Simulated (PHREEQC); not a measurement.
Consider water at 25 °C with 5.4 mmol/kgw CuCl2, 0.2 mmol/kgw HBF4 and 0.031 mmol/kgw Na2SO4. Closed to the air; pH follows from the charge balance.

Model: ion-association model, wateq4f.dat, run in PHREEQC.

```json
[
 {"quantity": "pH", "before": "3.34", "after": "3.52"},
 {"quantity": "ionic strength (mol/kgw)", "before": "0.0165", "after": "0.0146"},
 {"quantity": "F- (mol/kgw)", "before": "0.000480", "after": "0.000316"},
 {"quantity": "HF (mol/kgw)", "before": "0.000287", "after": "0.000457"},
 {"quantity": "SO4-2 (mol/kgw)", "before": "2.16e-5", "after": "1.99e-5"},
 {"quantity": "BF2(OH)2- (mol/kgw)", "before": "7.91e-7", "after": "3.69e-7"},
 {"quantity": "SI of Mirabilite (Na2SO4:10H2O)", "before": "-12.29", "after": "-14.85"}
]
```

Problem. What was changed between the two runs?
A) HBF4 from 0.0002 to 0.00018 mol/kgw
B) Na2SO4 from 3.1e-05 to 6.2e-05 mol/kgw
C) CuCl2 left out
D) temperature from 25 to 90 °C
E) diluted 10-fold with water

Solution. D, temperature from 25 to 90 °C

This is a speciation only: nothing precipitates in the calculation. At this temperature some constants are extrapolated from 25 °C, and those without enthalpy data are left unchanged. Real BF4- forms and hydrolyses slowly; the run takes it at equilibrium.
